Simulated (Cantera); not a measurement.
# Diamond growth

A diamond (100) surface in a fixed gas of H2 with x(CH4) = 0.0095, x(H) = 0.01, x(CH3) = 3.2e-05, at 1325 K; coverages are run to steady state.

Computed with Cantera and the Harris–Goodwin 1993 mechanism for the reconstructed diamond (100) surface.

| P (Pa) | growth (µm/h) | θ c6HH | θ c6H* | θ c6*H | θ c6** | θ c6HM |
|---|---|---|---|---|---|---|
| 540 | 0.0252 | 0.367 | 0.0518 | 0.531 | 0.0493 | 4.96e-6 |
| 950 | 0.0510 | 0.367 | 0.0518 | 0.531 | 0.0493 | 8.95e-6 |
| 1700 | 0.105 | 0.367 | 0.0518 | 0.531 | 0.0493 | 1.61e-5 |
| 3000 | 0.217 | 0.367 | 0.0519 | 0.531 | 0.0493 | 2.82e-5 |
| 5300 | 0.468 | 0.367 | 0.0519 | 0.531 | 0.0493 | 4.83e-5 |
| 9400 | 1.06 | 0.367 | 0.0520 | 0.531 | 0.0493 | 8.06e-5 |
| 17000 | 2.56 | 0.367 | 0.0521 | 0.531 | 0.0494 | 0.000131 |
| 29000 | 5.69 | 0.367 | 0.0524 | 0.531 | 0.0495 | 0.000192 |
θ: site fractions in the mechanism's names (c6HH fully hydrogenated, c6H* and c6*H radical sites, c6** diradical, c6HM methylated).
